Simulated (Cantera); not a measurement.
Charge: 1 mol V, 0.47 mol O2, 140 mol H2, 0.59 mol N2, equilibrated at 1675 K.

Cantera equilibrium calculation (NASA polynomials, part measured and part estimated; ideal gas, pure solids and liquids). Candidate condensed phases: H2O, V, VN, VO, V2O3, V2O4, V2O5; 28 gas species. Mutual solubility and eutectic melting of coexisting phases are not modelled. VO: taken at fixed stoichiometry. Condensed phases not in the tables: V2N, N, O or C dissolved in the metal. Rates play no part.

Problem. At 0.165 Torr, list the 6 most abundant gas species with their mole fractions, and the condensed phases.

Solution. H2 0.988, H 0.00778, N2 0.00418, H2O 5.07e-5, V 2.87e-5, VO 2.03e-5. Condensed: V(s) + VO(s).
